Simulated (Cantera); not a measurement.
Feed: 1 mol c-C4F8, held at 13.3 mbar.

Method: chemical equilibrium by Gibbs-energy minimisation in Cantera with the NASA 1993 tables (ideal gas, pure condensed phases). Candidate condensed phases: C; 13 gas species. The feed counts by its element totals alone. Gases not in the tables: C2F6 and larger saturated fluorocarbons. The numbers say what is thermodynamically allowed, not how fast it happens.

x: gas mole fraction; n: condensed amount in mol.

```
T (K)  x CF4     x CF2       x F     x CF3      x CF   x C2F4  n C(graphite)
-----  -----  --------  --------  --------  --------  -------  -------------
1348   1.000   2.95e-5   2.87e-6   1.18e-5  1.03e-10  1.90e-9           2.00
1448   1.000         ?         ?         ?         ?  1.05e-8           2.00
1548   0.999  0.000740  0.000110  0.000162   2.77e-8  4.62e-8           2.00
1648   0.996   0.00275  0.000491  0.000470   2.71e-7  1.70e-7           2.00
1748   0.988   0.00874   0.00184   0.00120   2.04e-6  5.36e-7           1.99
1848   0.967         ?         ?         ?         ?  1.47e-6           1.98
1948   0.918    0.0594    0.0169   0.00558   6.04e-5  3.52e-6           1.94
2048   0.818     0.129    0.0428    0.0101  0.000250  7.22e-6           1.87
```

Q: What belongs in the gaps?

A: 
- 1448, x CF2: 0.000165
- 1448, x F: 2.02e-5
- 1448, x CF3: 4.80e-5
- 1448, x CF: 2.05e-9
- 1848, x CF2: 0.0242
- 1848, x F: 0.00595
- 1848, x CF3: 0.00274
- 1848, x CF: 1.22e-5
